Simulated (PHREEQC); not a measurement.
A column of 0.1 m (30 cells, dispersivity 0.008 m, 60 s a shift, diffusion coefficient 3e-10 m²/s) holds 0.14 eq of the database's cation exchanger X per kg of pore water, first in equilibrium with 0.0067 mol MgCl2, 0.0034 mol CaCl2 and 1e-05 mol HCl per kg of water. It is flushed with 1.7 mmol/kgw ZnSO4, 46 mmol/kgw Na2SO4 and 0.01 mmol/kgw HCl, at 40 °C. Values are for the last cell. CO2 from the air is kept out. Nothing may precipitate in this run.

Base run: PHREEQC, ion-association model, phreeqc.dat. Each further column changes one thing. The table gives Na in solution (mol/kgw).

```csv
pore volumes,base,exchange capacity from 0.14 to 0.07 eq/kgw,dispersivity from 0.008 to 0.016 m
0,0,0,0
0.85,0.00836,0.0166,0.0159
1.683,0.0530,0.0673,0.0548
2.517,0.0730,0.0825,0.0726
3.35,0.0808,0.0873,0.0802
4.183,0.0847,0.0894,0.0840
5.017,0.0870,0.0904,0.0863
```

At this temperature some constants are extrapolated from 25 °C, and those without enthalpy data are left unchanged.
